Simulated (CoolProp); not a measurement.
Vapour-liquid equilibrium of benzene (1) + n-heptane (2) at 395.2 K; x and y are mole fractions of (1).

The numbers come from the multi-fluid Helmholtz-energy mixture model, Thol 2012 and Span 2003; pair parameters Bell 2016 in CoolProp.

```
x     bubble pressure, mixture model (bar)  bubble pressure, Raoult's law (bar)  y, mixture model  y, Raoult's law
----  ------------------------------------  -----------------------------------  ----------------  ---------------
0.05                                     …                                1.996                 …            0.079
0.2                                      …                                2.178             0.316            0.289
0.35                                     …                                2.360             0.486            0.467
0.5                                  2.762                                2.543             0.619            0.620
0.65                                     …                                2.725                 …            0.751
0.8                                  3.051                                2.908             0.839            0.867
0.95                                 3.135                                3.090             0.956            0.969
```

Q: Fill in the missing entries.

A: 
- 0.05, bubble pressure, mixture model (bar): 2.030
- 0.05, y, mixture model: 0.091
- 0.2, bubble pressure, mixture model (bar): 2.308
- 0.35, bubble pressure, mixture model (bar): 2.556
- 0.65, bubble pressure, mixture model (bar): 2.926
- 0.65, y, mixture model: 0.732

The largest gap from Raoult's law is +8.6 % in bubble pressure, at x = 0.5. No azeotrope shows between x = 0.05 and 0.95.

The pair parameters rest on a limited set of measurements; away from them the model extrapolates.
